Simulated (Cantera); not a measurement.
## Premixed flame

A freely propagating, adiabatic, planar premixed flame of CH4 : O2 : N2 = 1 : 1.43 : 5.37 (molar parts), unburnt at 350 K and 975 Torr; multicomponent transport, grid criteria slope 0.08 and curve 0.16, no radiation.

Model: GRI-Mech 3.0 (53 species, 325 reactions), integrated in Cantera. Burning velocities carry a grid error of a few per cent, more on coarse grids.

```
z (mm)  T (K)  u (m/s)     x CH4      x O2    x NO2    x C2H     x NO      x CO
------  -----  -------  --------  --------  -------  -------  -------  --------
-2.33     350    0.174     0.128     0.183    <1e-8    <1e-8    <1e-8   3.39e-6
-1.55     354    0.177     0.127     0.182    <1e-8    <1e-8    <1e-8   8.04e-5
-1.16     375    0.188     0.125     0.179  4.67e-8    <1e-8  1.19e-8  0.000520
-0.776    512    0.261     0.115     0.168  4.21e-7    <1e-8  1.78e-7   0.00431
-0.388   1021    0.531    0.0770     0.120  5.95e-7    <1e-8  3.06e-6    0.0248
-0.194   1418    0.748    0.0430    0.0750  1.17e-7    <1e-8  6.76e-6    0.0461
0        1776    0.946    0.0126    0.0281    <1e-8  3.19e-7  1.20e-5    0.0680
0.194    1934     1.03   0.00260   0.00663    <1e-8  8.22e-7  1.97e-5    0.0754
0.388    1980     1.06  0.000853   0.00155    <1e-8  5.58e-7  2.71e-5    0.0754
0.776    2002     1.07  0.000274  0.000134    <1e-8  2.07e-7  3.64e-5    0.0742
1.55     2010     1.07  0.000111   6.55e-6    <1e-8  5.97e-8  4.53e-5    0.0737
3.11     2013     1.07   5.16e-5   1.41e-6    <1e-8  1.63e-8  5.38e-5    0.0738
6.21     2014     1.07   1.88e-5   7.92e-7    <1e-8    <1e-8  6.27e-5    0.0740
```
x: mole fraction of selected species; z is measured from the peak of heat release.

| Quantity | Result |
|---|---|
| laminar burning velocity | 17.3 cm/s |
| thermal thickness | 0.776 mm |
| peak x(C2H) | 8.24e-7 |
| peak x(CO) | 0.0757 |
| grid points | 134 |
